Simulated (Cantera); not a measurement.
Input: 1 mol B2H6, 0.39 mol N2, 0.46 mol H2, 0.18 mol H2O, at 1298 K and 1.00 bar.

These are equilibrium values from Cantera (NASA tables, ideal gas, pure condensed phases), not measurements of a reactor. Candidate condensed phases: B, BN, B2O3, B3O3H3, H2O; 39 gas species. The feed counts by its element totals alone. N2 is the only nitrogen source here; it is nearly inert below about 1500 K, so the nitride shown seldom forms there in practice. Mutual solubility and eutectic melting of coexisting phases are not modelled. Equilibrium is a limit: real reactors are often held back by kinetics, nucleation or transport.

Base state: H2 0.993, B3O3H3 0.00690, HBO 0.000280 (mole fractions); condensed: B(s) + BN(s) + B2O3(l).

Question: What changes in the equilibrium state with this change: N2 from 0.39 to 3 mol?

Answer: 
| species | before | after |
|---|---|---|
| H2 | 0.993 | 0.635 |
| N2 | <1e-9 | 0.361 |
| H2O | 1.86e-6 | 0.00385 |
| B3O3H3 | 0.00690 | 1.92e-8 |
| HBO2 | 4.10e-6 | 0.000187 |
| NH3 | <1e-9 | 3.80e-5 |
| HBO | 0.000280 | 3.93e-6 |
| B(s), mol | 1.07 | 0 |
| BN(s), mol | 0.780 | 1.89 |
| B2O3(l), mol | 0.0346 | 0.0519 |
Gases not in the tables: H3BO3.

Question: What changes in the equilibrium state with this change: pressure from 1.00 bar to 1.33 mbar?

Answer: 
| species | before | after |
|---|---|---|
| H2 | 0.993 | 0.991 |
| HBO | 0.000280 | 0.00765 |
| B2O2 | 1.11e-6 | 0.000831 |
| B3O3H3 | 0.00690 | 0.000251 |
| B2O3 | 1.76e-7 | 0.000132 |
| HBO2 | 4.10e-6 | 0.000112 |
| H | 1.07e-6 | 2.92e-5 |
| B(s), mol | 1.07 | 1.09 |
| BN(s), mol | 0.780 | 0.780 |
| B2O3(l), mol | 0.0346 | 0.0470 |

Question: What changes in the equilibrium state with this change: N2 from 0.39 to 11 mol?

Answer: 
```json
[
 {"species": "N2", "before": "<1e-9", "after": "0.734"},
 {"species": "H2", "before": "0.993", "after": "0.264"},
 {"species": "H2O", "before": "1.86e-6", "after": "0.00203"},
 {"species": "B3O3H3", "before": "0.00690", "after": "3.59e-9"},
 {"species": "HBO2", "before": "4.10e-6", "after": "0.000135"},
 {"species": "NH3", "before": "<1e-9", "after": "1.45e-5"},
 {"species": "HBO", "before": "0.000280", "after": "2.25e-6"},
 {"species": "B(s), mol", "before": "1.07", "after": "0"},
 {"species": "BN(s), mol", "before": "0.780", "after": "1.90"},
 {"species": "B2O3(l), mol", "before": "0.0346", "after": "0.0495"}
]
```
Gases not in the tables: H3BO3.
